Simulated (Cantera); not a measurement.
Abatement and gas-phase synthesis: H2O + O2 + H2

Charge: 1 mol H2O, 0.025 mol O2, 0.096 mol H2, at 1 atm.

Equilibrium computed with Cantera from the NASA thermochemical tables; the gas is ideal and each condensed phase is pure. Candidate condensed phases: H2O; 9 gas species. Rates play no part.

From 1925 K to 3025 K nothing is condensed.

```tsv
T (K)	log p H2O	log p H2	log p OH	log p H	log p O2	log p O	log p HO2	log p H2O2
1925	-0.01	-1.37	-3.41	-3.70	-4.88	-5.87	-8.34	-8.28
2025	-0.01	-1.37	-3.03	-3.40	-4.21	-5.20	-7.66	-7.80
2125	-0.01	-1.36	-2.68	-3.12	-3.62	-4.59	-7.05	-7.37
2225	-0.02	-1.34	-2.37	-2.86	-3.10	-4.05	-6.52	-7.00
2325	-0.02	-1.31	-2.11	-2.61	-2.67	-3.58	-6.06	-6.67
2425	-0.03	-1.25	-1.87	-2.37	-2.34	-3.17	-5.69	-6.41
2525	-0.04	-1.18	-1.68	-2.14	-2.08	-2.82	-5.39	-6.20
2625	-0.06	-1.10	-1.51	-1.92	-1.88	-2.52	-5.14	-6.03
2725	-0.08	-1.02	-1.36	-1.71	-1.71	-2.25	-4.93	-5.89
2825	-0.11	-0.94	-1.23	-1.52	-1.58	-2.02	-4.75	-5.78
2925	-0.15	-0.87	-1.12	-1.34	-1.48	-1.80	-4.61	-5.69
3025	-0.20	-0.81	-1.03	-1.17	-1.40	-1.61	-4.49	-5.63
```
log p: log10 of the partial pressure in bar; nothing condenses.
